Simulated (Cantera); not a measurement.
Cantera run:

```python
import numpy as np
import cantera as ct

gas_names = """
    B BF BF2 BF3 BN BO BOF BOF2 BO2 B2 B2O B2O2 B2O3 B3O3F3 F FO FO2 F2 F2O N NF NF2 NF3 NO NO2 NO3 N2
    N2O O O2 O3
""".split()
cond_names = """
    B(b) B(L) BN(s) B2O3(L)
""".split()


# ... load() reads the species with a 1 bar reference pressure and builds the phases ...
atoms = {
    'BF3': {'B': 1, 'F': 3},
    'O2': {'O': 2},
    'N2': {'N': 2},
}
top_T = {'BN(s)': 3200}  # K; cautious upper limits of use, not melting points


# ... equilibrate(T, P, feed) seeds the gas with the atoms and calls Mixture.equilibrate('TP', solver="vcs", rtol=1e-11, max_steps=5000) ...
results = []
feed = {'BF3': 1, 'O2': 0.25, 'N2': 0.12}  # mol
T = 950  # K
P = 13332.2  # Pa
mix = equilibrate(T, P, feed)
results.append((T, P, feed, dict(zip(mix.species_names, mix.species_moles))))
print(gas.report(threshold=0.0001))
for i in range(1, mix.n_phases):
    print(f"{mix.phase(i).name:16s} {mix.phase_moles(i):12.5e} mol")
```

Output:

```
       temperature   950 K
          pressure   13332 Pa
           density   0.097536 kg/m^3
  mean mol. weight   57.786 kg/kmol
   phase of matter   gas

                          1 kg             1 kmol
                     ---------------   ---------------
          enthalpy       -1.3703e+07       -7.9186e+08  J
   internal energy        -1.384e+07       -7.9976e+08  J
           entropy            5652.8        3.2665e+05  J/K
    Gibbs function       -1.9074e+07       -1.1022e+09  J
 heat capacity c_p            1106.9             63962  J/K
 heat capacity c_v            962.99             55647  J/K

                      mass frac. Y      mole frac. X     chem. pot. / RT
                     ---------------   ---------------   ---------------
               BF3           0.85649           0.72993           -180.13
                N2          0.042462          0.087588           -29.181
                O2           0.10105           0.18248           -30.144
     [  +28 minor]        2.9498e-06        5.6014e-06

B(b)              0.00000e+00 mol
BN(s)             0.00000e+00 mol
B2O3(L)           0.00000e+00 mol
```

Method: chemical equilibrium by Gibbs-energy minimisation in Cantera with the NASA 1993 tables (ideal gas, pure condensed phases).
